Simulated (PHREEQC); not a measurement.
A PHREEQC input (ion-association model, wateq4f.dat):

```
SOLUTION 1
  temp 25
  units mg/kgw
  pH 6.33 charge
  pe 11.1
  Na 1.34
  K 0.93
  Ca 1.47
  Mg 0.131
  Cl 0.798
  S(6) 2.06 as SO4
  Alkalinity 6.09 as HCO3
  Pb 0.613
  F 0.0292
END
USE solution 1
EQUILIBRIUM_PHASES 1
  Gypsum 0 0
  CO2(g) -2 10
END
```

It stops with these messages:

```
ERROR: pH adustment cannot attain charge balance when alkalinity is fixed.
ERROR: Program terminating due to input errors.
```

The fault: pH asked from the charge balance while alkalinity is fixed. The line should read `pH 6.33` where the input has `pH 6.33 charge`. With the mend the run ends at pH 5.82 and ionic strength 0.000236 mol/kgw.
